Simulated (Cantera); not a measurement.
Charge: 1 mol c-C4F8, 3.5 mol H2, 0.012 mol F2, at 1802 °C and 1330 Pa.

Equilibrium computed with Cantera from the NASA thermochemical tables; the gas is ideal and each condensed phase is pure. The feed counts by its element totals alone. Gases not in the tables: C2F6 and larger saturated fluorocarbons. Equilibrium is a limit: real reactors are often held back by kinetics, nucleation or transport.

```json
[
 {"species": "HF", "before": "0.938", "after": "0.958"},
 {"species": "CF4", "before": "0.0171", "after": "0.0302"},
 {"species": "CF2", "before": "0.0230", "after": "0.00701"},
 {"species": "F", "before": "0.0207", "after": "0.00440"},
 {"species": "CF", "before": "0.000137", "after": "1.21e-5"},
 {"species": "H", "before": "1.33e-5", "after": "2.76e-6"},
 {"species": "CF3", "before": "0.000659", "after": "0.000304"},
 {"species": "C(graphite), mol", "before": "3.69", "after": "3.73"}
]
```
Gas species are given as mole fractions.

Which change was made?
A. H2 from 3.5 to 1.2 mol
B. pressure from 1330 Pa to 3.10 Pa
C. temperature from 1802 °C to 1627 °C
D. temperature from 1802 °C to 1450 °C

C, temperature from 1802 °C to 1627 °C
